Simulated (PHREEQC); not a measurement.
A made-up water analysis in mg/kgw, 25 °C, pH 6.28, pe 1.4:

| constituent | mg/kgw |
|---|---|
| Na | 2270 |
| K | 2.32 |
| Ca | 165 |
| Mg | 387 |
| Cl | 4410 |
| S(6) as SO4 | 443 |
| Alkalinity as HCO3 | 313 |
| Fe(2) | 4.12 |
| Br | 202 |

Valence states are taken as typed.

The numbers come from PHREEQC with the ion-association model, wateq4f.dat.

Question: The ionic strength comes out as 0.158 mol/kgw. What activity coefficients do NaSO4-, FeHCO3+, Cl-, K+, Fe+2 get?

Answer: NaSO4- 0.76, FeHCO3+ 0.76, Cl- 0.73, K+ 0.73, Fe+2 0.35.

This is a speciation only: nothing precipitates in the calculation.
